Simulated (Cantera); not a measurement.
What does this Cantera script print?

```python
import numpy as np
import cantera as ct

gas_names = """
    H TaO2 H2O
""".split()
cond_names = """
    Ta2O5(s) Ta2O5(L)
""".split()


# ... load() reads the species with a 1 bar reference pressure and builds the phases ...
species = {s.name: s for s in load("nasa_gas.yaml", gas_names) + load("nasa_condensed.yaml", cond_names)}
# Each term lists the table entries of one substance; the one whose range holds T is used.
reactions = {
    '2 H(g) + Ta2O5 = 2 TaO2(g) + H2O(g)':
        [(-2, ['H']), (-1, ['Ta2O5(s)', 'Ta2O5(L)']), (2, ['TaO2']), (1, ['H2O'])],
}


def pick(names, T):
    return next(species[n] for n in names if species[n].thermo.min_temp <= T <= species[n].thermo.max_temp)


results = []
for label, terms in reactions.items():
    print(label)
    print("     T/K   dH/kJ  dS/(J/K)   dG/kJ   log10 K")
    for T in [1700, 1800, 1900, 2000, 2100, 2200, 2300, 2400, 2500, 2600, 2700]:
        used = [(nu, pick(names, T)) for nu, names in terms]
        dH = sum(nu * s.thermo.h(T) for nu, s in used) / 1e6
        dS = sum(nu * s.thermo.s(T) for nu, s in used) / 1e3
        dG = dH - T * dS / 1e3
        logK = -dG * 1e6 / (ct.gas_constant * T * np.log(10))
        results.append((label, T, dH, dS, dG, logK, [s.name for _, s in used]))
        print(f"{T:8g} {dH:8.1f} {dS:8.1f} {dG:8.1f} {logK:8.2f}")
```

Output:

```
2 H(g) + Ta2O5 = 2 TaO2(g) + H2O(g)
     T/K   dH/kJ  dS/(J/K)   dG/kJ   log10 K
    1700    870.2    261.5    425.7   -13.08
    1800    862.9    257.3    399.7   -11.60
    1900    855.6    253.4    374.2   -10.29
    2000    848.4    249.7    349.0    -9.12
    2100    719.2    186.9    326.7    -8.13
    2200    707.6    181.5    308.3    -7.32
    2300    696.2    176.4    290.4    -6.60
    2400    684.8    171.6    273.0    -5.94
    2500    673.4    166.9    256.1    -5.35
    2600    662.2    162.5    239.6    -4.81
    2700    651.0    158.3    223.6    -4.33
```

Source: NASA polynomial tables (part measured, part estimated), evaluated in Cantera. Condensed species are held in their standard states even where they would react or evaporate.
